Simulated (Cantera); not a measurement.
What does this Cantera script print?

```python
import numpy as np
import cantera as ct

gas_names = """
    CL CL2 H HCL H2 K KCL KH K2 K2CL2 N NH NH2 NH3 N2 N2H2 N2H4
""".split()
cond_names = """
    K(cr) K(L) KCL(s) KCL(L) NH4CL(a) NH4CL(b)
""".split()


def load(file, names, dense=False):
    # The tables refer to 1 bar. Condensed volumes are neglected.
    table = {s.name: s for s in ct.Species.list_from_file(file)}
    out = []
    for n in names:
        d = dict(table[n].input_data)
        d["thermo"] = dict(d["thermo"], **{"reference-pressure": 1e5})
        if dense:
            d["equation-of-state"] = {"model": "constant-volume", "density": "1e6 g/cm^3"}
        out.append(ct.Species.from_dict(d))
    return out


gas = ct.Solution(thermo="ideal-gas", species=load("nasa_gas.yaml", gas_names))
cond = {s.name: ct.Solution(thermo="fixed-stoichiometry", species=[s], name=s.name)
        for s in load("nasa_condensed.yaml", cond_names, dense=True)}
atoms = {
    'KCl': {'K': 1, 'CL': 1},
    'H2': {'H': 2},
    'N2': {'N': 2},
}
top_T = {}  # K; cautious upper limits of use, not melting points


def equilibrate(T, P, feed):
    n = {}
    for name, mol in feed.items():
        for a, k in atoms[name].items():
            n[a] = n.get(a, 0.0) + k * mol
    gas.TPX = T, P, n
    mass = sum(n.values()) * gas.mean_molecular_weight
    gas.equilibrate("TP")
    valid = [c for c in cond.values() if c.min_temp <= T <= top_T.get(c.name, c.max_temp)]
    mix = ct.Mixture([(gas, mass / gas.mean_molecular_weight)] + [(c, 0.0) for c in valid])
    mix.T, mix.P = T, P
    mix.equilibrate("TP", solver="vcs", rtol=1e-11, max_steps=5000)
    return mix


results = []
T = 1873  # K
P = 450  # Pa
for m in [2.4, 3.6, 5.3, 7.9, 12, 18, 26, 39, 58, 86, 130, 190, 280]:
    feed = {'KCl': 1, 'H2': 30, 'N2': m}  # mol
    mix = equilibrate(T, P, feed)
    results.append((T, P, feed, dict(zip(mix.species_names, mix.species_moles))))

top = {s: max(r[3][s] / sum(r[3][g] for g in gas_names) for r in results) for s in gas_names}
cols = sorted((s for s in top if top[s] > 1e-05), key=lambda s: -top[s])[:9]
seen = [c for c in cond_names if any(r[3].get(c, 0) > 1e-12 for r in results)]
print("log10 of partial pressures in bar; condensed amounts in mol")
print(f"{'n(N2)':>10s}" + "".join(f"{s[:9]:>10s}" for s in cols + seen))
for T, P, feed, n in results:
    ng = sum(n[g] for g in gas_names)
    print(f"{feed['N2']:10.4g}" + "".join(f"{np.log10(max(n[s] / ng * P / 1e5, 1e-99)):10.3f}" for s in cols)
          + "".join(f"{n.get(c, 0):10.4g}" for c in seen))
```

Result:

```
log10 of partial pressures in bar; condensed amounts in mol
     n(N2)        N2        H2       KCL         H         K       HCL        CL
       2.4    -3.494    -2.401    -4.003    -4.391    -4.465    -4.468    -6.578
       3.6    -3.333    -2.416    -4.019    -4.398    -4.477    -4.480    -6.583
       5.3    -3.186    -2.437    -4.042    -4.409    -4.493    -4.497    -6.589
       7.9    -3.042    -2.467    -4.074    -4.424    -4.517    -4.520    -6.597
        12    -2.904    -2.511    -4.121    -4.446    -4.551    -4.554    -6.610
        18    -2.785    -2.567    -4.182    -4.474    -4.595    -4.599    -6.626
        26    -2.690    -2.633    -4.252    -4.507    -4.647    -4.651    -6.646
        39    -2.603    -2.722    -4.349    -4.551    -4.717    -4.722    -6.672
        58    -2.535    -2.827    -4.462    -4.604    -4.800    -4.805    -6.703
        86    -2.482    -2.946    -4.592    -4.663    -4.894    -4.901    -6.738
       130    -2.441    -3.085    -4.745    -4.733    -5.005    -5.012    -6.780
       190    -2.414    -3.224    -4.898    -4.802    -5.115    -5.124    -6.823
       280    -2.393    -3.373    -5.065    -4.877    -5.235    -5.245    -6.870
```

These are equilibrium values from Cantera (NASA tables, ideal gas, pure condensed phases), not measurements of a reactor.
